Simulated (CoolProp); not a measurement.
The fluid at 298.15 K and 0.00669 MPa (gas) is heated at constant pressure to 338.4 K. The same conditions are run with several fluids, on thermodynamics alone (safety and materials aside).

The numbers come from the reference Helmholtz-energy equation of state of each fluid (ethanol: Schroeder 2014; sulfur dioxide: Gao 2016; propylene: Lemmon 2013; ethane: Bücker 2006; C3F8 (R218): Lemmon 2006) in CoolProp.

| fluid | heat (kJ/kg) | final density (kg/m³) |
|---|---|---|
| ethanol | 60.2 | 0.110 |
| sulfur dioxide | 25.6 | 0.152 |
| propylene | 64.7 | 0.100 |
| ethane | 73.6 | 0.0715 |
| C3F8 (R218) | 32.9 | 0.447 |
